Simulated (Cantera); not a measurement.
Premixed flame

A freely propagating, adiabatic, planar premixed flame of CH4 : CO : O2 : N2 = 1 : 0.89 : 1.7 : 6.67 (molar parts), equivalence ratio 1.4, unburnt at 575 K and 1.01 bar; mixture-averaged transport, grid criteria slope 0.08 and curve 0.16, no radiation.

Computed with Cantera and GRI-Mech 3.0 (53 species, 325 reactions). Burning velocities carry a grid error of a few per cent, more on coarse grids.

| z (mm) | T (K) | u (m/s) | x CH4 | x CO | x O2 | x C2H2 | x NO | x CH3 |
|---|---|---|---|---|---|---|---|---|
| -1.07 | 575 | 1.01 | 0.0972 | 0.0866 | 0.165 | <1e-8 | <1e-8 | 1.62e-8 |
| -0.713 | 578 | 1.02 | 0.0967 | 0.0863 | 0.165 | 8.64e-8 | <1e-8 | 1.61e-7 |
| -0.535 | 588 | 1.04 | 0.0956 | 0.0860 | 0.163 | 6.64e-7 | 4.18e-8 | 9.93e-7 |
| -0.357 | 667 | 1.19 | 0.0901 | 0.0865 | 0.157 | 8.19e-6 | 4.28e-7 | 1.50e-5 |
| -0.178 | 1085 | 1.97 | 0.0628 | 0.0962 | 0.124 | 9.45e-5 | 4.13e-6 | 0.000581 |
| -0.0891 | 1472 | 2.70 | 0.0349 | 0.109 | 0.0855 | 0.000259 | 9.23e-6 | 0.00263 |
| 0 | 1819 | 3.35 | 0.00983 | 0.122 | 0.0427 | 0.000490 | 1.81e-5 | 0.00322 |
| 0.0891 | 1985 | 3.66 | 0.00122 | 0.122 | 0.0165 | 0.000241 | 3.09e-5 | 0.000884 |
| 0.178 | 2033 | 3.73 | 9.71e-5 | 0.115 | 0.00646 | 4.08e-5 | 4.24e-5 | 0.000102 |
| 0.357 | 2061 | 3.76 | 6.15e-7 | 0.105 | 0.00211 | 7.31e-7 | 5.35e-5 | 8.45e-7 |
| 0.713 | 2087 | 3.79 | <1e-8 | 0.102 | 0.00126 | <1e-8 | 5.98e-5 | <1e-8 |
| 1.43 | 2118 | 3.84 | <1e-8 | 0.102 | 0.000818 | <1e-8 | 6.35e-5 | <1e-8 |
| 2.85 | 2149 | 3.89 | <1e-8 | 0.102 | 0.000436 | <1e-8 | 6.67e-5 | <1e-8 |
x: mole fraction of selected species; z is measured from the peak of heat release.

```json
{
  "laminar_burning_velocity": "101 cm/s",
  "thermal_thickness": "0.357 mm",
  "peak x(C2H2)": "0.000491",
  "peak x(CH3)": "0.00362",
  "grid_points": "155"
}
```
